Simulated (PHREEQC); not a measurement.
Solution (25 °C): 1.1 mmol/kgw H2SO4, 0.017 mmol/kgw H4SiO4 and 0.24 mmol/kgw KH2PO4. Closed to the air; pH follows from the charge balance.

Model: ion-association model, phreeqc.dat, run in PHREEQC.

| Item | Value |
|---|---|
| pH | 2.72 |
| ionic strength | 0.00319 mol/kgw |
| specific conductance | 841 µS/cm |
| total alkalinity | -2.20 meq/kg |

| species | molality | activity | log γ |
|---|---|---|---|
| H+ | 0.00200 | 0.00189 | -0.025 |
| SO4-2 | 0.000953 | 0.000747 | -0.106 |
| K+ | 0.000239 | 0.000224 | -0.027 |
| H2PO4- | 0.000190 | 0.000179 | -0.026 |
| HSO4- | 0.000146 | 0.000138 | -0.027 |
| H3PO4 | 4.99e-5 | 4.99e-5 | 0.000 |
| H4SiO4 | 1.70e-5 | 1.70e-5 | 0.000 |
| KSO4- | 1.25e-6 | 1.18e-6 | -0.026 |
| HPO4-2 | 7.49e-9 | 5.87e-9 | -0.106 |

Precipitation was switched off in this run.
